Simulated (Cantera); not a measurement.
Feed: 1 mol SiCl₄, 1.5 mol Cl₂, 0.42 mol H₂, held at 1150 K and 1.50 bar.

Method: chemical equilibrium by Gibbs-energy minimisation in Cantera with the NASA 1993 tables (ideal gas, pure condensed phases). Candidate condensed phases: Si; 19 gas species. Kinetics and transport are ignored.

Base state: Cl₂ 0.369, SiCl₄ 0.342, HCl 0.287, Cl 0.00136 (mole fractions); condensed: gas only.

Question: What changes in the equilibrium state with this change: temperature from 1150 K to 750 K?

Answer: 
```json
[
 {"species": "Cl₂", "before": "0.369", "after": "0.370"},
 {"species": "SiCl₄", "before": "0.342", "after": "0.342"},
 {"species": "HCl", "before": "0.287", "after": "0.288"},
 {"species": "Cl", "before": "0.00136", "after": "1.35e-6"}
]
```
